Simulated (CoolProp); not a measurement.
Vapour-liquid equilibrium of CH2F2 (R32) (1) + R123 (2) at -37.35 °C; x and y are mole fractions of (1).

Computed with CoolProp (multi-fluid Helmholtz-energy mixture model, Tillner-Roth 1997 and Younglove 1994; pair parameters Bell 2016).

| x | bubble pressure, mixture model (MPa) | bubble pressure, Raoult's law (MPa) | y, mixture model | y, Raoult's law |
|---|---|---|---|---|
| 0.05 | 0.02084 | 0.01403 | ? | 0.712 |
| 0.2 | 0.06566 | 0.04336 | 0.945 | 0.921 |
| 0.35 | 0.1003 | 0.07268 | ? | 0.962 |
| 0.5 | 0.1258 | 0.1020 | 0.978 | 0.979 |
| 0.65 | 0.1463 | 0.1313 | ? | 0.989 |
| 0.8 | 0.1663 | 0.1607 | 0.990 | 0.995 |
| 0.95 | ? | 0.1900 | 0.997 | 0.999 |

Task: Complete the blanks.

Result: 
- 0.05, y, mixture model: 0.803
- 0.35, y, mixture model: 0.968
- 0.65, y, mixture model: 0.984
- 0.95, bubble pressure, mixture model (MPa): 0.1902

The largest gap from Raoult's law is +51.4 % in bubble pressure, at x = 0.2. No azeotrope shows between x = 0.05 and 0.95.

The pair parameters rest on a limited set of measurements; away from them the model extrapolates. With so large a gap from Raoult's law the liquid may split in two, which this calculation doesn't test in full.
